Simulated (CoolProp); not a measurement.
Normal hydrogen at 298.15 K and 0.731 MPa flows at 13 m/s in a round tube of 50 mm bore and 15 µm roughness, fully developed (64/Re and Nu = 3.66 if laminar; Colebrook and Gnielinski if turbulent). Each further row changes one setting.

The numbers come from the reference Helmholtz-energy equation of state, Leachman 2009 in CoolProp.

```tsv
case	Reynolds number	Darcy friction factor	pressure drop (Pa/m)	heat-transfer coefficient (W/(m² K))	mass flow (kg/h)
as stated	43200	0.0225	22.6	?	54.4
velocity 26 m/s	86400	?	79.7	632	?
diameter 100 mm	86400	0.0193	9.64	305	218
```

### Question
What belongs in the gaps?

### Answer

- as stated, heat-transfer coefficient (W/(m² K)): 357
- velocity 26 m/s, Darcy friction factor: 0.0199
- velocity 26 m/s, mass flow (kg/h): 109

Viscosity comes from a separate model (Muzny 2013). Thermal conductivity comes from a separate model (Assael 2011).
